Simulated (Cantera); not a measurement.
A closed system holds: 1 mol Nb, 12 mol N2O, 0.093 mol O2, equilibrated at 2202 °C and 40.0 Pa.

Equilibrium computed with Cantera from the NASA thermochemical tables; the gas is ideal and each condensed phase is pure. Candidate condensed phases: Nb, NbO, NbO2, Nb2O5; 12 gas species. Kinetics and transport are ignored.

Base state: N2 0.580, O 0.229, O2 0.128, NbO2 0.0489, NO 0.0147, NbO 8.62e-5 (mole fractions); condensed: gas only.

Problem. What changes in the equilibrium state with this change: temperature from 2202 °C to 2425 °C?

Solution. 
```json
[
 {"species": "N2", "before": "0.580", "after": "0.536"},
 {"species": "O", "before": "0.229", "after": "0.366"},
 {"species": "NbO2", "before": "0.0489", "after": "0.0445"},
 {"species": "O2", "before": "0.128", "after": "0.0417"},
 {"species": "NO", "before": "0.0147", "after": "0.0117"},
 {"species": "NbO", "before": "8.62e-5", "after": "0.000673"},
 {"species": "N", "before": "8.81e-6", "after": "5.86e-5"}
]
```

Problem. What changes in the equilibrium state with this change: temperature from 2202 °C to 1150 °C?

Solution. 
```json
[
 {"species": "N2", "before": "0.580", "after": "0.712"},
 {"species": "O2", "before": "0.128", "after": "0.287"},
 {"species": "NO", "before": "0.0147", "after": "0.000915"},
 {"species": "O", "before": "0.229", "after": "3.62e-5"},
 {"species": "NbO2", "before": "0.0489", "after": "<1e-9"},
 {"species": "NbO", "before": "8.62e-5", "after": "<1e-9"},
 {"species": "Nb2O5(s), mol", "before": "0", "after": "0.500"}
]
```
Condensed phases not in the tables: the oxides between NbO2 and Nb2O5.
